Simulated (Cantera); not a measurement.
Input (Python, Cantera) and output of one run.

```python
import numpy as np
import cantera as ct

gas_names = """
    AL ALN ALO ALO2 AL2 AL2O AL2O2 N NO NO2 NO3 N2 N2O O O2 O3
""".split()
cond_names = """
    AL(cr) AL(L) ALN(s) AL2O3(a) AL2O3(L)
""".split()


# ... load() reads the species with a 1 bar reference pressure and builds the phases ...
atoms = {
    'Al2O3': {'AL': 2, 'O': 3},
    'N2': {'N': 2},
}
top_T = {'ALN(s)': 2750}  # K; cautious upper limits of use, not melting points


# ... equilibrate(T, P, feed) seeds the gas with the atoms and calls Mixture.equilibrate('TP', solver="vcs", rtol=1e-11, max_steps=5000) ...
results = []
feed = {'Al2O3': 1, 'N2': 0.24}  # mol
T = 2273  # K
for P in [1, 5.6, 32, 180, 1000, 5600, 32000, 180000, 1000000]:
    mix = equilibrate(T, P, feed)
    results.append((T, P, feed, dict(zip(mix.species_names, mix.species_moles))))
    x = sorted(zip(gas.X, gas.species_names), reverse=True)
    print(f"T = {T:g} K  P = {P:g} Pa  gas = {mix.phase_moles(0):.4g} mol")
    print("   x: " + "  ".join(f"{s} {v:.3e}" for v, s in x if v > 0.001))
    print("   condensed (mol): " + ("  ".join(f"{mix.phase(i).name} {mix.phase_moles(i):.4g}"
          for i in range(1, mix.n_phases) if mix.phase_moles(i) > 1e-12) or "none"))
```

Output:

```
T = 2273 K  P = 1 Pa  gas = 0.2737 mol
   x: N2 8.760e-01  O 6.447e-02  AL 3.866e-02  ALO 1.395e-02  AL2O 2.867e-03  O2 2.315e-03  NO 1.641e-03
   condensed (mol): AL2O3(a) 0.992
T = 2273 K  P = 5.6 Pa  gas = 0.2455 mol
   x: N2 9.774e-01  O 1.136e-02  AL 7.046e-03  ALO 2.508e-03
   condensed (mol): AL2O3(a) 0.9987
T = 2273 K  P = 32 Pa  gas = 0.241 mol
   x: N2 9.959e-01  O 1.928e-03  AL 1.291e-03
   condensed (mol): AL2O3(a) 0.9998
T = 2273 K  P = 180 Pa  gas = 0.2402 mol
   x: N2 9.992e-01
   condensed (mol): AL2O3(a) 1
T = 2273 K  P = 1000 Pa  gas = 0.24 mol
   x: N2 9.998e-01
   condensed (mol): AL2O3(a) 1
T = 2273 K  P = 5600 Pa  gas = 0.24 mol
   x: N2 1.000e+00
   condensed (mol): AL2O3(a) 1
T = 2273 K  P = 32000 Pa  gas = 0.24 mol
   x: N2 1.000e+00
   condensed (mol): AL2O3(a) 1
T = 2273 K  P = 180000 Pa  gas = 0.24 mol
   x: N2 1.000e+00
   condensed (mol): AL2O3(a) 1
T = 2273 K  P = 1e+06 Pa  gas = 0.24 mol
   x: N2 1.000e+00
   condensed (mol): AL2O3(a) 1
```

Cantera equilibrium calculation (NASA polynomials, part measured and part estimated; ideal gas, pure solids and liquids).
